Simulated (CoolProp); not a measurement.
Properties of methane at several states.

Computed with CoolProp (reference Helmholtz-energy equation of state, Setzmann 1991).

```tsv
T (°C)	p (MPa)	phase	cv (kJ/(kg K))	speed of sound (m/s)	viscosity (µPa s)	conductivity (mW/(m K))	fugacity coefficient
341.95	9.64	supercritical	2.820	636.7	20.8	95.3	1.020
131.85	0.076	gas	2.031	513.3	14.4	50.9	0.9997
268.25	0.038	gas	2.536	581.4	18.0	76.8	1.000
-133.95	0.171	gas	1.588	304.1	5.46	14.8	0.9693
186.15	0.199	gas	2.229	541.8	15.9	60.7	0.9997
```

Viscosity comes from a separate model (Quiñones-Cisneros 2006). Thermal conductivity comes from a separate model (Friend 1989).
